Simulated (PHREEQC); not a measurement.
Nickel, zinc or cadmium bath: speciation

Dissolve 24 mmol/kgw NiSO4 and 0.064 mmol/kgw H2SO4 at 25 °C. Closed to the air; pH follows from the charge balance.

All values are PHREEQC results (ion-association model, wateq4f.dat), not measurements.

Each row changes one thing in this solution. This is a speciation only: nothing precipitates in the calculation.

```csv
case,pH,ionic strength (mol/kgw),HSO4- (mol/kgw)
as made,4.19,0.0619,5.19e-5
temperature from 25 to 50 °C,4.30,0.0595,…
H2SO4 from 6.4e-05 to 0.00032 mol/kgw,…,0.0623,0.000260
NiSO4 replaced by CuSO4 at the same molality,4.17,0.0598,5.25e-5
H2SO4 left out,6.12,0.0619,6.12e-7
```

Problem. What belongs in the gaps?

Solution. 
- temperature from 25 to 50 °C, HSO4- (mol/kgw): 6.88e-5
- H2SO4 from 6.4e-05 to 0.00032 mol/kgw, pH: 3.49

Away from 25 °C the constants follow the database's enthalpies or fits; those with neither stay at their 25 °C values.
